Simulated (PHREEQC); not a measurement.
0.07 g of hydrous ferric oxide (600 m²/g; 0.2 weak and 0.005 strong sites per Fe, Dzombak-Morel constants, diffuse double layer) in 1 kg of water with 0.005 mol/kgw of an inert sodium salt and 6.6e-07 mol/kgw NaF, at 25 °C; the pH is set by adding NaOH or the inert anion's acid. Oxygen alone is held at its pressure in air (log pO2 = -0.68). No CO2 enters from the air. No solid was allowed to form.

Computed with PHREEQC (ion-association model, wateq4f.dat).

Question: Predict F sorbed (%), surface charge σ (C/m²), surface potential ψ (mV) at pH = 4, 4.5, 6.5, 8.5.

Answer: 
```csv
pH,F sorbed (%),surface charge σ (C/m²),surface potential ψ (mV)
4,88.4,0.182,194
4.5,82.0,0.131,177
6.5,13.5,0.022,88
8.5,0.2,-0.004,-22
```
